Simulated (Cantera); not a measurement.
A perfectly stirred reactor is fed with CO : H₂ : CH₄ : O₂ : N₂ : CO₂ = 1 : 0.036 : 0.69 : 1.94 : 7.28 : 0.39 (molar parts), equivalence ratio 0.98, at 101000 Pa; it is adiabatic with a 425 K inlet, and is followed from long to short residence time, starting on the burning branch (τ in s: 0.037, 0.012, 0.0042, 0.0014, 0.00048, 0.00016, 5.6e-05, 1.9e-05, 6.4e-06).

Detailed kinetics in Cantera: GRI-Mech 3.0 (53 species, 325 reactions).

One state of this run: T (K) = 1743; x CO = 0.0622; x H₂ = 0.0102; x CH₄ = 0.000440; x C₂H = 4.57e-10; x N₂O = 1.19e-7; x CH₂ = 3.15e-6. x: mole fraction; the columns are a selection and need not sum to one.

Question: Which value of τ (s) does it belong to?
A. 5.6e-5
B. 0.00016
C. 0.0042
D. 6.4e-6

Answer: B, 0.00016
